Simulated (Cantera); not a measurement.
An isothermal, constant-pressure homogeneous reactor starts with NO : N₂ = 1 : 1.3 (molar parts), at 2000 K and 0.0267 bar.

Detailed kinetics in Cantera: GRI-Mech 3.0 (53 species, 325 reactions). Radical loss at walls, strong at low pressure, is not modelled.

x: mole fraction; the columns are a selection and need not sum to one.

| t (s) | x NO | x NO₂ | x N₂ | x O | x N₂O |
|---|---|---|---|---|---|
| 0.000200 | 0.435 | 3.01e-9 | 0.565 | 1.18e-6 | 1.16e-6 |
| 0.000485 | 0.435 | ___ | 0.565 | ___ | ___ |
| 0.00118 | 0.435 | 9.27e-8 | 0.565 | 7.05e-6 | 6.62e-6 |
| 0.00285 | 0.435 | 4.56e-7 | 0.565 | 1.77e-5 | 1.52e-5 |
| 0.00691 | 0.435 | 1.88e-6 | 0.565 | 4.62e-5 | 3.24e-5 |
| 0.0168 | 0.435 | 5.92e-6 | 0.565 | 0.000125 | 5.83e-5 |
| 0.0406 | 0.434 | 1.26e-5 | 0.565 | 0.000291 | 7.64e-5 |
| 0.0985 | 0.433 | 1.72e-5 | 0.566 | 0.000437 | 7.45e-5 |
| 0.239 | 0.429 | 1.99e-5 | 0.568 | 0.000489 | 7.15e-5 |
| 0.579 | 0.419 | ___ | 0.573 | ___ | 6.64e-5 |
| 1.40 | 0.394 | 3.43e-5 | 0.585 | 0.000734 | 5.55e-5 |
| 3.40 | 0.329 | 4.52e-5 | 0.618 | 0.00104 | 3.51e-5 |
| 8.25 | 0.192 | 4.04e-5 | 0.686 | 0.00147 | 1.06e-5 |
| 20.0 | 0.0513 | 1.37e-5 | 0.756 | 0.00181 | 7.47e-7 |

Question: Complete the blanks.

Answer: 
- 0.000485, x NO₂: 1.71e-8
- 0.000485, x O: 2.87e-6
- 0.000485, x N₂O: 2.79e-6
- 0.579, x NO₂: 2.50e-5
- 0.579, x O: 0.000569
